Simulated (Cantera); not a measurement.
A freely propagating, adiabatic, planar premixed flame of 29.4 % H2, 14.8 % O2, 55.8 % N2, equivalence ratio 0.99, unburnt at 625 K and 0.370 bar; mixture-averaged transport, grid criteria slope 0.08 and curve 0.16, no radiation.

Cantera simulation using the H2/O2 subset of GRI-Mech 3.0, which has no nitrogen chemistry; the numbers are that mechanism's predictions, not measurements. Burning velocities carry a grid error of a few per cent, more on coarse grids.

Task: Predict: laminar burning velocity; thermal thickness; peak x(HO2); peak x(O); peak x(OH).

Result: 
```json
{
  "laminar_burning_velocity": "734 cm/s",
  "thermal_thickness": "1.76 mm",
  "peak x(HO2)": "0.000118",
  "peak x(O)": "0.0159",
  "peak x(OH)": "0.0197"
}
```
